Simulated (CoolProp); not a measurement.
Saturated liquid density (kg/m³) of R11: the reference equation beside estimates from Tc = 198.0 °C, pc = 44.08 bar, ω = 0.189.

Model: reference Helmholtz-energy equation of state, Jacobsen 1992, in CoolProp.

| T (°C) | reference | van der Waals | Redlich-Kwong | Soave-Redlich-Kwong |
|---|---|---|---|---|
| 40.35 | 1439 | 908.0 | 1325 | 1358 |
| 44.05 | 1430 | 902.3 | 1315 | 1348 |
| 47.75 | 1421 | 896.5 | 1304 | 1339 |
| 51.45 | 1411 | 890.6 | 1294 | 1329 |
| 55.25 | 1401 | 884.5 | 1283 | 1319 |
| 58.95 | 1392 | 878.5 | 1272 | 1308 |
| 62.65 | 1382 | 872.3 | 1261 | 1298 |
| 66.35 | 1372 | 866.1 | 1250 | 1287 |
| 70.05 | 1362 | 859.8 | 1239 | 1276 |
| 73.75 | 1352 | 853.3 | 1227 | 1265 |
| 77.55 | 1342 | 846.6 | 1215 | 1254 |
| 81.25 | 1331 | 839.9 | 1204 | 1242 |
| 84.95 | 1321 | 833.1 | 1191 | 1230 |

Absolute difference from the reference over all 13 rows, mean and median: van der Waals 36.9 and 36.9 %, Redlich-Kwong 8.8 and 8.8 %, Soave-Redlich-Kwong 6.2 and 6.1 %.
